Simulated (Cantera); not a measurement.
A closed system holds: 1 mol BN, 1.9 mol H2, at 1825 K and 0.00360 bar.

Equilibrium computed with Cantera from the NASA thermochemical tables; the gas is ideal and each condensed phase is pure. Candidate condensed phases: B, BN; 15 gas species. Mutual solubility and eutectic melting of coexisting phases are not modelled. The tables' values for BH2 are old estimates; treat these amounts as uncertain. Kinetics and transport are ignored.

Base state: H2 0.991, H 0.00731, N2 0.00186, BH2 0.000154 (mole fractions); condensed: B(s) + BN(s).

Problem. What changes in the equilibrium state with this change: pressure from 0.00360 bar to 0.133 bar?

Solution. 
```
species       before     after
----------  --------  --------
H2             0.991     0.999
H            0.00731   0.00121
BH2         0.000154  0.000132
N2           0.00186   6.94e-5
B(s), mol    0.00682         0
BN(s), mol     0.993     1.000
```

Problem. What changes in the equilibrium state with this change: temperature from 1825 K to 1473 K?

Solution. 
```
species       before     after
----------  --------  --------
H2             0.991     1.000
H            0.00731  0.000211
BH2         0.000154   4.25e-6
N2           0.00186   2.22e-6
B(s), mol    0.00682         0
BN(s), mol     0.993     1.000
```
